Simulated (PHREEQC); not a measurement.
Solution (25 °C): 1.7 mmol/kgw CdCl2, 0.032 mmol/kgw Al(NO3)3 and 0.14 mmol/kgw CaSO4. Closed to the air; pH follows from the charge balance.

Model: ion-association model, phreeqc.dat, run in PHREEQC.

No solid was allowed to form.

Task: Estimate the pH, ionic strength.

Result: pH 4.83; ionic strength 0.00510 mol/kgw.

Task: In which forms is Cl present?

Result: Cl- 91 %, CdCl+ 8.8 % of the Cl.

Saturation is exceeded, for instance for Gibbsite (slow to form); the values hold only as long as no solid forms. Species that the database lacks are ignored.
